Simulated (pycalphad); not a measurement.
CALPHAD calculation (pycalphad, COST 507 light-alloy database (1999)), 1 atm. These are 1990s assessments: newer ones move some temperatures and phases. Not assessed as a whole: an extrapolation from subsystems, which can miss ternary compounds. Diffusion is slow at the low end, where real alloys seldom reach equilibrium.

## Ti-0.93Si-0.81Fe (at.%): equilibrium cooling sequence

| T (°C) | phases above | phases below |
|---|---|---|
| 1637.2 | liquid | bcc + liquid |
| 1510.7 | bcc + liquid | bcc |
| 849.4 | bcc | bcc + hcp |
| 840.6 | bcc + hcp | bcc + hcp + SITI3 |
| 574.5 | bcc + hcp + SITI3 | FETI + hcp + SITI3 |

Changes were sought between steps of 40 K, so a narrower field can be missed.

Database names, with the compositions (at.%) that they take in these runs: SITI3: Ti 75 Si 25; FETI: Ti 50 Fe 50.
